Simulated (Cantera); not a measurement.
A Cantera script and its output.

```python
import numpy as np
import cantera as ct

surf = ct.Interface("ptcombust.yaml", "Pt_surf")
gas = surf.adjacent["gas"]
gas.TPX = 875, 100000, {'CH4': 0.0027, 'O2': 0.048, 'N2': 0.79}
surf.TP = 875, 100000
reactor = ct.FlowReactor(gas, clone=False)
reactor.area = 0.0001  # m2
reactor.surface_area_to_volume_ratio = 9400  # 1/m
reactor.mass_flow_rate = 1.5 * reactor.area * gas.density  # inlet velocity 1.5 m/s
reactor.energy_enabled = False
wall = ct.ReactorSurface(surf, reactor, clone=False)
net = ct.ReactorNet([reactor])
net.rtol, net.atol = 1e-8, 1e-16
show, cover = ['CH4', 'O2', 'H2O', 'CO2', 'CO'], ['PT(S)', 'H(S)', 'O(S)', 'OH(S)', 'CO(S)', 'C(S)']

rows = []
print(f"{'z/m':>9s}{'u/(m/s)':>9s}" + "".join(f"{s:>13s}" for s in show + cover))
for z in [0.0003, 0.00051, 0.00085, 0.0014, 0.0024, 0.0039, 0.0065, 0.011, 0.018, 0.03]:
    net.advance(z)
    rows.append([reactor.speed, *gas[show].X, *surf[cover].coverages])
    print(f"{z:9.4g}{rows[-1][0]:9.3g}" + "".join(f"{x:13.4e}" for x in rows[-1][1:]))
```

Result:

```
      z/m  u/(m/s)          CH4           O2          H2O          CO2           CO        PT(S)         H(S)         O(S)        OH(S)        CO(S)         C(S)
   0.0003      1.5   3.1303e-03   5.6933e-02   1.6252e-04   8.0454e-05   8.0402e-07   1.0033e-01   6.1502e-09   8.9937e-01   2.9272e-04   4.4628e-06   1.3502e-08
  0.00051      1.5   3.0747e-03   5.6822e-02   2.7389e-04   1.3615e-04   7.9147e-07   1.0036e-01   7.8670e-09   8.9926e-01   3.7494e-04   4.3872e-06   1.3272e-08
  0.00085      1.5   2.9865e-03   5.6645e-02   4.5018e-04   2.2432e-04   7.6905e-07   1.0041e-01   1.0002e-08   8.9911e-01   4.7701e-04   4.2673e-06   1.2909e-08
   0.0014      1.5   2.8490e-03   5.6370e-02   7.2518e-04   3.6185e-04   7.3403e-07   1.0050e-01   1.2640e-08   8.9889e-01   6.0279e-04   4.0807e-06   1.2344e-08
   0.0024      1.5   2.6143e-03   5.5901e-02   1.1946e-03   5.9659e-04   6.7418e-07   1.0068e-01   1.6205e-08   8.9854e-01   7.7184e-04   3.7613e-06   1.1378e-08
   0.0039      1.5   2.2965e-03   5.5265e-02   1.8301e-03   9.1444e-04   5.9298e-07   1.0094e-01   2.0094e-08   8.9810e-01   9.5479e-04   3.3254e-06   1.0060e-08
   0.0065      1.5   1.8312e-03   5.4335e-02   2.7606e-03   1.3798e-03   4.7374e-07   1.0135e-01   2.4795e-08   8.9747e-01   1.1734e-03   2.6780e-06   8.1013e-09
    0.011      1.5   1.2321e-03   5.3137e-02   3.9586e-03   1.9789e-03   3.1955e-07   1.0190e-01   2.9913e-08   8.9669e-01   1.4074e-03   1.8261e-06   5.5239e-09
    0.018      1.5   6.5996e-04   5.1993e-02   5.1026e-03   2.5510e-03   1.7160e-07   1.0245e-01   3.4228e-08   8.9595e-01   1.6010e-03   9.9112e-07   2.9982e-09
     0.03      1.5   2.2360e-04   5.1120e-02   5.9751e-03   2.9873e-03   5.8254e-08   1.0288e-01   3.7272e-08   8.9538e-01   1.7353e-03   3.3928e-07   1.0263e-09
```

Cantera simulation using Deutschmann's 1995 Pt surface mechanism with GRI-Mech 3.0 gas chemistry; the numbers are that mechanism's predictions, not measurements. Catalytic surfaces can have several steady states; this one follows from the mechanism file's or the stated starting coverage. Mass transfer to the wall is taken as infinitely fast.
